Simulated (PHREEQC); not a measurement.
Make-up at 25 °C: 150 mmol/kgw HF, 0.35 mmol/kgw NH4HF2, 0.59 mmol/kgw (NH4)2SiF6 and 1.8 mmol/kgw H2SO4. It is in equilibrium with CO2 at log p = -1 (atm). Otherwise closed; pH follows from the charge balance.

Model: ion-association model, phreeqc.dat, run in PHREEQC.

Each row changes one thing in this solution. This is a speciation only: nothing precipitates in the calculation.

| case | pH | ionic strength (mol/kgw) | HF (mol/kgw) | F- (mol/kgw) | HF2- (mol/kgw) | SO4-2 (mol/kgw) | SI of Quartz (SiO2) |
|---|---|---|---|---|---|---|---|
| as made | 1.89 | 0.0176 | 0.135 | 0.00796 | 0.00411 | 0.000962 | -9.16 |
| H2SO4 from 0.0018 to 0.0036 mol/kgw | 1.84 | 0.0202 | 0.136 | 0.00729 | 0.00380 | 0.00185 | -9.10 |
| NH4HF2 replaced by NH4HSO4 at the same molality | 1.88 | 0.0180 | 0.134 | 0.00780 | 0.00402 | 0.00114 | -9.14 |
| temperature from 25 to 85 °C | 2.11 | 0.0113 | 0.141 | 0.00419 | 0.00250 | 0.000512 | -5.35 |
| NH4HF2 from 0.00035 to 0.000525 mol/kgw | 1.89 | 0.0177 | 0.135 | 0.00802 | 0.00415 | 0.000964 | -9.17 |
| 0.014 mol/kgw KOH added | 2.13 | 0.0256 | 0.125 | 0.0133 | 0.00636 | 0.00118 | -9.49 |
| HF replaced by NaBF4 at the same molality | 2.43 | 0.158 | 0.00937 | 0.00243 | 8.67e-5 | 0.00129 | -3.66 |

Constants without temperature data keep their 25 °C values here. SiF6-2 is the database's only silicon fluoride. Real BF4- forms and hydrolyses slowly; the run takes it at equilibrium.
